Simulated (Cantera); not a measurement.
Diamond growth

A diamond (100) surface in a fixed gas of H2 with x(CH4) = 0.012, x(CH3) = 0.00051, at 1200 K, 218 Torr; coverages are run to steady state.

Model: the Harris–Goodwin 1993 mechanism for the reconstructed diamond (100) surface, integrated in Cantera.

```json
[
 {"x(H)": "0.0001", "growth (µm/h)": "4.15", "θ c6HH": "0.590", "θ c6H*": "0.0259", "θ c6*H": "0.332", "θ c6**": "0.00386", "θ c6HM": "0.0253"},
 {"x(H)": "0.0002", "growth (µm/h)": "9.57", "θ c6HH": "0.517", "θ c6H*": "0.0302", "θ c6*H": "0.387", "θ c6**": "0.00759", "θ c6HM": "0.0305"},
 {"x(H)": "0.00041", "growth (µm/h)": "20.2", "θ c6HH": "0.469", "θ c6H*": "0.0331", "θ c6*H": "0.423", "θ c6**": "0.0128", "θ c6HM": "0.0336"},
 {"x(H)": "0.00082", "growth (µm/h)": "37.5", "θ c6HH": "0.444", "θ c6H*": "0.0347", "θ c6*H": "0.444", "θ c6**": "0.0182", "θ c6HM": "0.0333"},
 {"x(H)": "0.0016", "growth (µm/h)": "61.1", "θ c6HH": "0.433", "θ c6H*": "0.0358", "θ c6*H": "0.457", "θ c6**": "0.0227", "θ c6HM": "0.0291"},
 {"x(H)": "0.0033", "growth (µm/h)": "90.8", "θ c6HH": "0.430", "θ c6H*": "0.0369", "θ c6*H": "0.469", "θ c6**": "0.0263", "θ c6HM": "0.0217"},
 {"x(H)": "0.0067", "growth (µm/h)": "118", "θ c6HH": "0.431", "θ c6H*": "0.0378", "θ c6*H": "0.478", "θ c6**": "0.0286", "θ c6HM": "0.0141"},
 {"x(H)": "0.013", "growth (µm/h)": "136", "θ c6HH": "0.433", "θ c6H*": "0.0387", "θ c6*H": "0.484", "θ c6**": "0.0300", "θ c6HM": "0.00850"},
 {"x(H)": "0.027", "growth (µm/h)": "150", "θ c6HH": "0.435", "θ c6H*": "0.0398", "θ c6*H": "0.487", "θ c6**": "0.0310", "θ c6HM": "0.00453"}
]
```
θ: site fractions in the mechanism's names (c6HH fully hydrogenated, c6H* and c6*H radical sites, c6** diradical, c6HM methylated).
